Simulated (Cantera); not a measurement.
Input (Python, Cantera):

```python
import numpy as np
import cantera as ct

gas = ct.Solution("gri30.yaml")
gas.TPX = 325, 130000, {'CO': 0.7, 'H2': 0.58, 'O2': 0.868, 'N2': 3.26, 'H2O': 0.51}
inlet = ct.Reservoir(gas, clone=True)
gas.equilibrate("HP")  # start burning
reactor = ct.IdealGasConstPressureReactor(gas, energy="on", clone=False)
exhaust = ct.Reservoir(gas, clone=True)
tau = [0.094, 0.03, 0.0097, 0.0031, 0.00099, 0.00032, 0.0001, 3.2e-05, 1e-05, 3.3e-06][0]
for a, b in ((inlet, reactor), (reactor, exhaust)):
    ct.MassFlowController(a, b, mdot=lambda t: reactor.mass / tau)
net = ct.ReactorNet([reactor])
show = ['CO', 'H2', 'O2', 'N2O', 'H2O']

rows = []
print(f"{'tau/s':>10s}{'T/K':>9s}" + "".join(f"{s:>11s}" for s in show))
for tau in [0.094, 0.03, 0.0097, 0.0031, 0.00099, 0.00032, 0.0001, 3.2e-05, 1e-05, 3.3e-06]:
    net.initial_time = 0.0
    net.advance(30 * tau)
    before = gas.X
    net.advance(40 * tau)
    drift = np.max(np.abs(gas.X - before) / (gas.X + 1e-9))
    rows.append([gas.T, *gas[show].X, drift])
    print(f"{tau:10.3e}{gas.T:9.1f}" + "".join(f"{x:11.3e}" for x in gas[show].X))
```

Output:

```
     tau/s      T/K         CO         H2         O2        N2O        H2O
 9.400e-02   1989.6  1.458e-03  4.600e-04  4.332e-02  2.545e-07  2.045e-01
 3.000e-02   1976.2  2.571e-03  7.966e-04  4.380e-02  3.402e-07  2.035e-01
 9.700e-03   1949.6  4.808e-03  1.495e-03  4.482e-02  3.955e-07  2.018e-01
 3.100e-03   1901.3  8.814e-03  2.790e-03  4.681e-02  3.698e-07  1.988e-01
 9.900e-04   1822.2  1.515e-02  4.854e-03  5.021e-02  3.035e-07  1.942e-01
 3.200e-04   1701.4  2.487e-02  7.573e-03  5.576e-02  2.410e-07  1.881e-01
 1.000e-04   1486.3  4.781e-02  1.086e-02  6.889e-02  1.840e-07  1.810e-01
 3.200e-05    325.0  1.183e-01  9.801e-02  1.467e-01 -1.798e-21  8.618e-02
 1.000e-05    325.0  1.183e-01  9.801e-02  1.467e-01 -7.669e-25  8.618e-02
 3.300e-06    325.0  1.183e-01  9.801e-02  1.467e-01 -4.844e-26  8.618e-02
```

Detailed kinetics in Cantera: GRI-Mech 3.0 (53 species, 325 reactions).
